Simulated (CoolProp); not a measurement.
Saturation properties of nitrous oxide (Tc = 309.5 K, pc = 7.245 MPa, ω = 0.161).

Computed with CoolProp (reference Helmholtz-energy equation of state, Lemmon 2006). It is a short technical equation, of lower accuracy than the large ones.

```tsv
T (K)	p (MPa)	liquid density (kg/m³)	vapour density (kg/m³)	liquid cp (kJ/(kg K))
213.4	0.4344	1142	11.63	1.767
221	0.5949	1117	15.68	1.792
228.5	0.7933	1091	20.68	1.822
236.1	1.041	1064	26.96	1.860
243.6	1.337	1036	34.56	1.907
251.2	1.695	1006	43.99	1.967
258.8	2.119	974.2	55.53	2.044
266.3	2.608	940.4	69.52	2.146
273.9	3.183	903.2	87.09	2.289
281.5	3.845	861.9	109.3	2.505
289	4.594	815.0	137.9	2.865
296.6	5.460	756.9	178.2	3.635
```

It boils at 184.7 K under 1 atm.
